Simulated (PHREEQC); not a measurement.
A solution holds 0.18 mol KH2PO4 and 0.02 mol NaOH per kg of water, at 90 °C. It is in equilibrium with CO2 at log p = -3.4 (atm). Otherwise closed; pH follows from the charge balance.

The numbers come from PHREEQC with the ion-association model, phreeqc.dat.

Task: The ionic strength comes out as 0.217 mol/kgw. What activity coefficients do H+, HCO3-, K+, HPO4-2, KHPO4- get?

Result: H+ 0.77, HCO3- 0.71, K+ 0.67, HPO4-2 0.25, KHPO4- 0.71.

Precipitation was switched off in this run. Complexes and solids missing from the database can't appear. At this temperature some constants are extrapolated from 25 °C, and those without enthalpy data are left unchanged.
